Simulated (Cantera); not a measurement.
Feed: 1 mol Ti(OiPr)4, 0.18 mol O2, 5.1 mol N2, 10 mol H2O, at 1025 K.

These are equilibrium values from Cantera (NASA tables, ideal gas, pure condensed phases), not measurements of a reactor. Candidate condensed phases: C, C6H6, C7H8, C8H18, H2O, Ti, TiC, TiN, TiO, TiO2, Ti2O3, Ti3O5, Ti4O7; 139 gas species. The feed counts by its element totals alone. Gases not in the tables: TiO(OH)2. Kinetics and transport are ignored.

log p: log10 of the partial pressure in bar; n: condensed amount in mol.

```tsv
P (Pa)	log p H2	log p CO	log p N2	log p H2O	log p CH4	log p CO2	n TiO2(rutile)	n C(graphite)
10	-4.24	-4.54	-4.91	-6.27	-12.69	-6.46	1.00	0
28	-3.79	-4.09	-4.46	-5.83	-11.35	-6.02	1.00	0
77	-3.35	-3.65	-4.02	-5.39	-10.03	-5.58	1.00	0
220	-2.90	-3.20	-3.56	-4.93	-8.66	-5.12	1.00	0
600	[?]	[?]	[?]	[?]	[?]	[?]	1.00	0
1700	[?]	[?]	[?]	[?]	[?]	[?]	1.00	0
4600	-1.58	-1.88	-2.24	-3.59	-4.72	-3.78	1.00	0
13000	-1.13	-1.43	-1.79	-3.05	-3.47	-3.24	1.00	0
36000	-0.69	-1.01	-1.34	-2.27	-2.52	-2.47	1.00	0.269
100000	-0.26	-0.61	-0.88	-1.45	-1.66	-1.69	1.00	0.954
```

Task: Some entries are withheld; supply them.

Result: 
- 1700, log p H2: -2.01
- 1700, log p CO: -2.31
- 1700, log p N2: -2.68
- 1700, log p H2O: -4.04
- 1700, log p CH4: -6.00
- 1700, log p CO2: -4.23
- 600, log p H2: -2.46
- 600, log p CO: -2.76
- 600, log p N2: -3.13
- 600, log p H2O: -4.50
- 600, log p CH4: -7.35
- 600, log p CO2: -4.68
